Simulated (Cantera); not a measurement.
Input: 1 mol CH₃Cl, at 750 Torr.

Equilibrium computed with Cantera from the NASA thermochemical tables; the gas is ideal and each condensed phase is pure. Candidate condensed phases: C, C₆H₆, C₇H₈, C₈H₁₈; 103 gas species. Ions and electrons are included (thermal ionisation). The tables' values for CCl are old estimates; treat these amounts as uncertain. The numbers say what is thermodynamically allowed, not how fast it happens. All values below are at 3977 °C.

Base state: H 0.571, Cl 0.212, H₂ 0.0565, C 0.0491, C₃ 0.0385, HCl 0.0325, C₂ 0.0218, C₂H 0.0133 (mole fractions); condensed: gas only.

Question: What changes in the equilibrium state with this change: pressure from 750 Torr to 41.3 Torr?

Answer: 
| species | before | after |
|---|---|---|
| H | 0.571 | 0.608 |
| Cl | 0.212 | 0.204 |
| C | 0.0491 | 0.164 |
| H₂ | 0.0565 | 0.00352 |
| C₂H | 0.0133 | 0.000482 |
| HCl | 0.0325 | 0.00183 |
| C₃ | 0.0385 | 0.00437 |
| C₂ | 0.0218 | 0.0134 |
| C₄H₂ | 3.72e-5 | 2.67e-9 |
| C₂HCl | 7.74e-5 | 1.48e-7 |
| C₂H₂ (acetylene) | 0.00227 | 4.79e-6 |
| C₂H₂ (vinylidene) | 5.21e-5 | 1.10e-7 |
